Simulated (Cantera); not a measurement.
What does this Cantera script print?

```python
import numpy as np
import cantera as ct

gas = ct.Solution("gri30.yaml")
gas.TPX = 1375, 43000, {'H2': 1.7, 'O2': 1, 'N2': 13}
inlet = ct.Reservoir(gas, clone=True)

reactor = ct.IdealGasConstPressureReactor(gas, energy="off", clone=False)
exhaust = ct.Reservoir(gas, clone=True)
tau = [15, 2.1, 0.31, 0.046, 0.0067, 0.00098, 0.00014][0]
for a, b in ((inlet, reactor), (reactor, exhaust)):
    ct.MassFlowController(a, b, mdot=lambda t: reactor.mass / tau)
net = ct.ReactorNet([reactor])
show = ['H2', 'O2', 'N2O', 'H2O2', 'O', 'H2O']

rows = []
print(f"{'tau/s':>10s}{'T/K':>9s}" + "".join(f"{s:>11s}" for s in show))
for tau in [15, 2.1, 0.31, 0.046, 0.0067, 0.00098, 0.00014]:
    net.initial_time = 0.0
    net.advance(30 * tau)
    before = gas.X
    net.advance(40 * tau)
    drift = np.max(np.abs(gas.X - before) / (gas.X + 1e-9))
    rows.append([gas.T, *gas[show].X, drift])
    print(f"{tau:10.3e}{gas.T:9.1f}" + "".join(f"{x:11.3e}" for x in gas[show].X))
```

Output:

```
     tau/s      T/K         H2         O2        N2O       H2O2          O        H2O
 1.500e+01   1375.0  5.006e-05  1.009e-02  1.933e-07  3.463e-08  7.542e-06  1.144e-01
 2.100e+00   1375.0  1.835e-04  1.012e-02  1.737e-07  9.320e-08  2.806e-05  1.141e-01
 3.100e-01   1375.0  6.354e-04  1.028e-02  1.096e-07  2.150e-07  1.009e-04  1.135e-01
 4.600e-02   1375.0  2.037e-03  1.090e-02  6.565e-08  4.174e-07  3.509e-04  1.114e-01
 6.700e-03   1375.0  5.591e-03  1.284e-02  4.258e-08  6.437e-07  1.160e-03  1.054e-01
 9.800e-04   1375.0  1.203e-02  1.719e-02  3.168e-08  7.669e-07  3.356e-03  9.184e-02
 1.400e-04   1375.0  2.209e-02  2.446e-02  2.414e-08  7.628e-07  6.785e-03  7.024e-02
```

Detailed kinetics in Cantera: GRI-Mech 3.0 (53 species, 325 reactions). The temperature is held fixed by assumption; the heat of reaction is taken as removed at once.
